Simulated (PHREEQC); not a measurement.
Solution (75 °C and 100 atm): 37 mmol/kgw CdSO4, 0.65 mmol/kgw Na2SO4 and 3.4 mmol/kgw H2SO4. Closed to the air; pH follows from the charge balance.

Computed with PHREEQC (ion-association model, phreeqc.dat).

Each row changes one thing in this solution. This is a speciation only: nothing precipitates in the calculation.

```csv
case,pH,ionic strength (mol/kgw),Cd+2 (mol/kgw),SO4-2 (mol/kgw),CdSO4 (mol/kgw),HSO4- (mol/kgw)
as made,2.73,0.0854,0.0206,0.0166,0.0129,0.00455
diluted 5-fold with water,3.20,?,0.00503,0.00502,0.00220,0.000640
temperature from 75 to 60 °C,2.63,0.0864,0.0206,0.0169,0.0126,?
H2SO4 from 0.0034 to 0.0051 mol/kgw,2.55,0.0871,?,0.0164,0.0128,0.00678
temperature from 75 to 80 °C,2.77,0.0852,0.0207,0.0166,?,0.00474
0.056 mol/kgw HCl added,1.56,0.102,0.0141,0.00754,0.00354,0.0291
H2SO4 left out,5.62,0.0822,?,0.0171,0.0133,6.14e-6
```

Task: Complete the blanks.

Result: 
- diluted 5-fold with water, ionic strength (mol/kgw): 0.0213
- temperature from 75 to 60 °C, HSO4- (mol/kgw): 0.00395
- H2SO4 from 0.0034 to 0.0051 mol/kgw, Cd+2 (mol/kgw): 0.0209
- temperature from 75 to 80 °C, CdSO4 (mol/kgw): 0.0130
- H2SO4 left out, Cd+2 (mol/kgw): 0.0201

Species that the database lacks are ignored. Under pressure, the constants of complexes without a molar volume in the database are unreliable. Away from 25 °C the constants follow the database's enthalpies or fits; those with neither stay at their 25 °C values.
